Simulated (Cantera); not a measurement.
Feed: 1 mol Si2H6, 5.6 mol O3, 2.5 mol H2, 2.1 mol NO, held at 1325 K and 0.0410 bar.

These are equilibrium values from Cantera (NASA tables, ideal gas, pure condensed phases), not measurements of a reactor. Candidate condensed phases: H2O, Si, SiO2, Si2N2O, Si3N4; 35 gas species. The feed counts by its element totals alone. The tables hold silica as quartz up to 1696 K and as liquid above; real silica turns to tridymite and cristobalite and melts near 1996 K. Gases not in the tables: Si(OH)4. Rates play no part.

Task: What is the equilibrium state?

Result: 
```
Quantity                              Value
--------------------------------  ---------
x(H2O)                                0.489
x(O2)                                 0.418
x(N2)                                0.0932
x(NO)                              0.000225
x(OH)                               8.14e-5
n(SiO2(β-quartz))                  2.00 mol
gas amount                        11.25 mol
log10 activity of Si(s) (absent)     -24.79
```
